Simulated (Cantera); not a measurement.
A perfectly stirred reactor is fed with 3.90 % CH4, 3.35 % H2, 15.5 % O2, 58.5 % N2, 18.7 % H2O, equivalence ratio 0.61, at 13.8 atm; it is adiabatic with a 525 K inlet, and is followed from long to short residence time, starting on the burning branch (τ in s: 0.1, 0.045, 0.02, 0.0086, 0.0038, 0.0017, 0.00073, 0.00032, 0.00014, 6.2e-05, 2.7e-05, 1.2e-05, 5.2e-06).

Computed with Cantera and GRI-Mech 3.0 (53 species, 325 reactions). The pressure lies above the range GRI-Mech 3.0 was tuned for (to about 10 atm).

x: mole fraction; the columns are a selection and need not sum to one.

```csv
τ (s),T (K),x CH4,x H2,x O2,x HCO,x C2H2,x HO2,x NO
0.10,1618,8.45e-6,1.57e-5,0.0615,9.76e-10,1.28e-8,1.42e-6,4.47e-7
0.045,1617,1.69e-5,2.93e-5,0.0615,(withheld),4.72e-8,2.35e-6,3.18e-7
0.020,1616,3.42e-5,5.77e-5,0.0617,(withheld),1.67e-7,4.33e-6,2.56e-7
0.0086,1612,7.29e-5,0.000122,0.0619,(withheld),5.94e-7,8.82e-6,2.25e-7
0.0038,1604,0.000161,0.000266,0.0625,(withheld),1.89e-6,1.86e-5,2.03e-7
0.0017,1584,0.000399,0.000642,0.0641,(withheld),5.18e-6,4.20e-5,1.63e-7
0.00073,525,0.0390,0.0335,0.155,<1e-12,<1e-12,<1e-12,<1e-12
0.00032,525,0.0390,0.0335,0.155,<1e-12,<1e-12,<1e-12,<1e-12
0.00014,525,0.0390,0.0335,0.155,<1e-12,<1e-12,<1e-12,<1e-12
6.2e-5,525,0.0390,0.0335,0.155,<1e-12,<1e-12,<1e-12,<1e-12
2.7e-5,525,0.0390,0.0335,0.155,<1e-12,<1e-12,<1e-12,<1e-12
1.2e-5,525,0.0390,0.0335,0.155,<1e-12,<1e-12,<1e-12,<1e-12
5.2e-6,525,0.0390,0.0335,0.155,<1e-12,<1e-12,<1e-12,<1e-12
```

### Question
Some entries are withheld; supply them.

### Answer

- 0.045, x HCO: 2.17e-9
- 0.020, x HCO: 4.89e-9
- 0.0086, x HCO: 1.15e-8
- 0.0038, x HCO: 2.67e-8
- 0.0017, x HCO: 6.35e-8
